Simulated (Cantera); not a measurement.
What does this Cantera script print?

```python
import numpy as np
import cantera as ct

gas_names = """
    H HCL
""".split()
cond_names = """
    CsCL(a) CsCL(b) CsCL(L) Cs(cr) Cs(L)
""".split()


# ... load() reads the species with a 1 bar reference pressure and builds the phases ...
species = {s.name: s for s in load("nasa_gas.yaml", gas_names) + load("nasa_condensed.yaml", cond_names)}
# Each term lists the table entries of one substance; the one whose range holds T is used.
reactions = {
    'H(g) + CsCl = HCl(g) + Cs':
        [(-1, ['H']), (-1, ['CsCL(a)', 'CsCL(b)', 'CsCL(L)']), (1, ['HCL']), (1, ['Cs(cr)', 'Cs(L)'])],
}


def pick(names, T):
    return next(species[n] for n in names if species[n].thermo.min_temp <= T <= species[n].thermo.max_temp)


results = []
for label, terms in reactions.items():
    print(label)
    print("     T/K   dH/kJ  dS/(J/K)   dG/kJ   log10 K")
    for T in [698, 848, 998, 1148, 1298]:
        used = [(nu, pick(names, T)) for nu, names in terms]
        dH = sum(nu * s.thermo.h(T) for nu, s in used) / 1e6
        dS = sum(nu * s.thermo.s(T) for nu, s in used) / 1e3
        dG = dH - T * dS / 1e3
        logK = -dG * 1e6 / (ct.gas_constant * T * np.log(10))
        results.append((label, T, dH, dS, dG, logK, [s.name for _, s in used]))
        print(f"{T:8g} {dH:8.1f} {dS:8.1f} {dG:8.1f} {logK:8.2f}")
```

It prints:

```
H(g) + CsCl = HCl(g) + Cs
     T/K   dH/kJ  dS/(J/K)   dG/kJ   log10 K
     698    127.7     49.2     93.4    -6.99
     848    120.3     39.4     86.9    -5.35
     998     99.7     17.0     82.7    -4.33
    1148     94.4     12.1     80.6    -3.67
    1298     89.6      8.1     79.1    -3.18
```

Standard-state values (1 bar) from the NASA 1993 polynomials, evaluated with Cantera. Condensed species are held in their standard states even where they would react or evaporate.
